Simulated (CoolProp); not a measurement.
A single-stage vapour-compression cycle with R141b: evaporating at 268.15 K (dew point), condensing at 301.15 K (bubble point), superheat 10 K, subcooling 2 K, compressor efficiency 0.7, no pressure losses. Each further row changes one setting.

Values from CoolProp's reference Helmholtz-energy equation of state, Lemmon 2006. It is a short technical equation, of lower accuracy than the large ones.

```json
[
 {"case": "as stated", "cooling COP": "5.21", "pressure ratio": "3.94", "discharge temperature (K)": "332.8", "refrigerating effect (kJ/kg)": "212", "volumetric capacity (kJ/m³)": "241"},
 {"case": "evaporating temperature 273.15 K", "cooling COP": "6.35", "pressure ratio": "3.12", "discharge temperature (K)": "328.7", "refrigerating effect (kJ/kg)": "215", "volumetric capacity (kJ/m³)": "305"},
 {"case": "condensing temperature 296.15 K", "cooling COP": "6.23", "pressure ratio": "3.28", "discharge temperature (K)": "325.3", "refrigerating effect (kJ/kg)": "218", "volumetric capacity (kJ/m³)": "248"},
 {"case": "subcooling 7 K", "cooling COP": "5.35", "pressure ratio": "3.94", "discharge temperature (K)": "332.8", "refrigerating effect (kJ/kg)": "218", "volumetric capacity (kJ/m³)": "248"},
 {"case": "superheat 20 K", "cooling COP": "5.20", "pressure ratio": "3.94", "discharge temperature (K)": "343.5", "refrigerating effect (kJ/kg)": "219", "volumetric capacity (kJ/m³)": "241"},
 {"case": "compressor efficiency 0.6", "cooling COP": "4.47", "pressure ratio": "3.94", "discharge temperature (K)": "340.9", "refrigerating effect (kJ/kg)": "212", "volumetric capacity (kJ/m³)": "241"}
]
```
